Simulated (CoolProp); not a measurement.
A simple Rankine cycle with propyne: condensing at 289.15 K, boiler at 2.72 MPa, turbine inlet 402.6 K, turbine efficiency 0.7, pump efficiency 0.7, no recuperator. Each further row changes one setting.

Model: reference Helmholtz-energy equation of state, Polt 1992, in CoolProp. This equation is an older, rougher fit; its heat capacities, sound speeds and derivatives of the liquid may be far off and weren't checked against measurements.

```
case                             thermal efficiency (%)  net work (kJ/kg)  heat in (kJ/kg)  turbine exit temperature (K)  volume ratio over the turbine
-------------------------------  ----------------------  ----------------  ---------------  ----------------------------  -----------------------------
as stated                                          12.2              76.6              626                         330.9                           5.86
turbine inlet 422.6 K                              12.5              83.6              671                         352.7                           5.78
condensing temperature 281.15 K                    13.5              87.0              643                         323.0                           7.43
boiler pressure 1.9 MPa                            10.4              67.1              646                         348.3                           4.03
turbine efficiency 0.6                             10.4              64.9              626                         337.7                           6.00
```
